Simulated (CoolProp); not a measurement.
Properties of the fluoroketone C6F12O (FK-5-1-12) at several states (Tc = 168.7 °C, pc = 18.69 bar, ω = 0.471).

Computed with CoolProp (reference Helmholtz-energy equation of state, McLinden 2015).

| T (°C) | p (bar) | phase | cp (kJ/(kg K)) | cv (kJ/(kg K)) |
|---|---|---|---|---|
| -59.25 | 33.1 | liquid | 1.104 | 0.8850 |
| 67.45 | 44.5 | liquid | 1.124 | 0.9145 |
| 150.85 | 0.216 | gas | [?] | 0.9571 |
| 171.15 | 0.109 | gas | 1.005 | [?] |
| 17.85 | 17.9 | liquid | 1.095 | [?] |
| -24.95 | 11.7 | liquid | 1.089 | 0.8737 |

Question: Some entries are withheld; supply them.

Answer: 
- 150.85, cp (kJ/(kg K)): 0.9841
- 171.15, cv (kJ/(kg K)): 0.9789
- 17.85, cv (kJ/(kg K)): 0.8826
